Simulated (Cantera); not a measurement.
Charge: 1 mol Al(CH₃)₃, 17 mol NH₃, a varied amount of N₂, at 1900 °C and 1.33 mbar.

Equilibrium computed with Cantera from the NASA thermochemical tables; the gas is ideal and each condensed phase is pure. Candidate condensed phases: Al, AlN, C, C₆H₆, C₇H₈, C₈H₁₈; 97 gas species. The feed counts by its element totals alone. Kinetics and transport are ignored.

Task: At 580 mol N₂, list the 6 most abundant gas species with their mole fractions, and the condensed phases.

Result: N₂ 0.936, H₂ 0.0334, H 0.0242, HCN 0.00423, Al 0.00159, HNC 0.000321. Condensed: gas only.
